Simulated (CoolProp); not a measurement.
m-xylene along the isobar 1.01 bar: density (kg/m³) from the reference equation and from simpler models built on Tc = 616.9 K, pc = 35.35 bar, ω = 0.326; each cubic takes its own stable root.

The numbers come from the reference Helmholtz-energy equation of state, Zhou 2012 in CoolProp.

```csv
T (K),phase,reference,van der Waals,Soave-Redlich-Kwong,Peng-Robinson
285,liquid,871.2,489.7,746.6,838.5
310.2,liquid,849.5,4.341,732.0,823.1
335.4,liquid,827.4,3.986,716.0,806.1
360.6,liquid,804.6,3.687,698.3,787.3
385.8,liquid,781.1,3.431,678.9,766.5
411,liquid,756.5,3.209,657.2,743.1
436.2,gas,3.063,3.015,3.048,3.052
461.4,gas,2.876,2.844,2.867,2.871
486.6,gas,2.714,2.691,2.708,2.712
511.8,gas,2.570,2.554,2.567,2.570
537.1,gas,2.442,2.430,2.439,2.442
562.3,gas,2.327,2.318,2.325,2.328
587.5,gas,2.222,2.216,2.221,2.223
612.7,gas,2.128,2.123,2.126,2.129
```

At some of these states van der Waals gives the other phase, because its saturation line lies elsewhere.
